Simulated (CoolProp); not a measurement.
Vapour-liquid equilibrium of methane (1) + ethane (2) at -107.95 °C; x and y are mole fractions of (1).

Computed with CoolProp (multi-fluid Helmholtz-energy mixture model, Setzmann 1991 and Bücker 2006; pair parameters Kunz 2012).

| x | bubble pressure (MPa) | y at the bubble point | dew pressure at overall composition x (MPa) | liquid density (mol/L) |
|---|---|---|---|---|
| 0.05 | 0.1392 | 0.779 | 0.03270 | 19.06 |
| 0.15 | 0.3457 | 0.913 | 0.03654 | 19.45 |
| 0.25 | 0.5403 | 0.947 | 0.04141 | 19.81 |
| 0.35 | 0.7250 | 0.962 | 0.04777 | 20.16 |
| 0.45 | 0.9018 | 0.971 | 0.05643 | 20.47 |
| 0.55 | 1.074 | 0.978 | 0.06890 | 20.74 |
| 0.65 | 1.244 | 0.983 | 0.08842 | 20.94 |
| 0.75 | 1.419 | 0.987 | 0.1233 | 21.03 |
| 0.85 | 1.606 | 0.992 | 0.2036 | 20.95 |
| 0.95 | 1.821 | 0.997 | 0.5738 | 20.56 |

No azeotrope shows between x = 0.05 and 0.95.

Pair parameters are fitted to limited data, so mixtures are less certain than the pure fluids. The gap from Raoult's law changes sign with composition, which may be real or a fault of the pair parameters; it wasn't checked against measurements.
